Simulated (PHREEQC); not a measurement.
**Silver or lead bath: an equilibrium model**

Dissolve 0.0016 mol/kgw PbCl2 and 4.1e-05 mol/kgw NaCl at 25 °C. Closed to the air; pH follows from the charge balance.

All values are PHREEQC results (ion-association model, phreeqc.dat), not measurements.

Each row changes one thing in this solution. Precipitation was switched off in this run.

```csv
case,pH,ionic strength (mol/kgw),PbCl+ (mol/kgw),PbCl3- (mol/kgw),SI of Pb(OH)2 (Pb(OH)2)
as made,5.33,0.00456,0.000135,1.41e-9,-0.46
NaCl from 4.1e-05 to 3.69e-05 mol/kgw,5.33,0.00456,0.000135,1.41e-9,-0.46
NaCl left out,5.33,…,…,…,-0.46
temperature from 25 to 60 °C,5.35,0.00432,…,…,+0.61
```

Problem. What belongs in the gaps?

Solution. 
- NaCl left out, ionic strength (mol/kgw): 0.00453
- NaCl left out, PbCl+ (mol/kgw): 0.000133
- NaCl left out, PbCl3- (mol/kgw): 1.36e-9
- temperature from 25 to 60 °C, PbCl+ (mol/kgw): 0.000255
- temperature from 25 to 60 °C, PbCl3- (mol/kgw): 1.66e-9

Some of these states are supersaturated (in Pb(OH)2, for instance). At this temperature some constants are extrapolated from 25 °C, and those without enthalpy data are left unchanged.
